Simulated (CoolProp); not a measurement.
Tetrahydrofuran at 298.15 K and 0.216 MPa is throttled through a valve to 0.0788 MPa with no heat exchange. Each further row changes one setting.

The numbers come from the reference Helmholtz-energy equation of state, Fiedler 2023 in CoolProp.

```json
[
 {"case": "as stated", "temperature change (K)": "+0.1"},
 {"case": "outlet pressure 0.0236 MPa", "temperature change (K)": "+0.1"},
 {"case": "outlet pressure 0.102 MPa", "temperature change (K)": "+0.0"}
]
```
